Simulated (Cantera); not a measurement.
## Ammonia decomposition in nitride growth gas

A perfectly stirred reactor is fed with NH3 : H2 : N2 = 1 : 0.21 : 0.015 (molar parts), at 19000 Pa; it is held at 2275 K, and followed from long to short residence time.

Model: the gas-phase N/H chemistry of the illustrative SiF4/NH3 mechanism in the Surface Chemkin manual (1991), integrated in Cantera. Walls and surfaces, which speed up NH3 decomposition in real reactors, are not modelled.

```
τ (s)      x NH3   x H2       x H     x NH    x N2H4      x N
-------  -------  -----  --------  -------  --------  -------
0.68     0.00632  0.759   0.00576  2.56e-5  2.84e-10  9.50e-6
0.27      0.0236  0.748   0.00336  3.31e-5   1.38e-9  7.18e-6
0.11      0.0627  0.720   0.00228  4.30e-5   4.87e-9  6.49e-6
0.043      0.148  0.658   0.00157  5.54e-5   1.53e-8  6.11e-6
0.017      0.295  0.551   0.00105  6.72e-5   3.88e-8  5.65e-6
0.0069     0.476  0.418  0.000692  7.47e-5   7.55e-8  5.01e-6
0.0028     0.634  0.303  0.000465  7.65e-5   1.14e-7  4.26e-6
0.0011     0.734  0.229  0.000338  7.38e-5   1.39e-7  3.51e-6
0.00044    0.782  0.194  0.000272  6.72e-5   1.41e-7  2.85e-6
0.00018    0.803  0.179  0.000222  5.42e-5   1.16e-7  2.03e-6
```
x: mole fraction; the columns are a selection and need not sum to one.
